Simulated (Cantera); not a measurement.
Charge: 1 mol Si3N4, 0.0029 mol O2, a varied amount of H2, held at 2148.15 K and 101000 Pa.

Method: chemical equilibrium by Gibbs-energy minimisation in Cantera with the NASA 1993 tables (ideal gas, pure condensed phases). Candidate condensed phases: H2O, Si, SiO2, Si2N2O, Si3N4; 35 gas species. Gases not in the tables: Si2H6 and higher silanes. The numbers say what is thermodynamically allowed, not how fast it happens.

Task: What share of the Si ends up in condensed phases as a function of n(H2) (mol), at 2.5, 4.3, 7.6, 13, 24, 42, 73, 130, 230, 400?

Result: 
| n(H2) (mol) | Si condensed (%) | as |
|---|---|---|
| 2.5 | 99.7 | Si(l) |
| 4.3 | 99.7 | Si(l) |
| 7.6 | 99.6 | Si(l) |
| 13 | 99.5 | Si(l) |
| 24 | 99.3 | Si(l) |
| 42 | 99.0 | Si(l) |
| 73 | 98.4 | Si(l) |
| 130 | 97.3 | Si(l) |
| 230 | 95.3 | Si(l) |
| 400 | 92.1 | Si(l) |
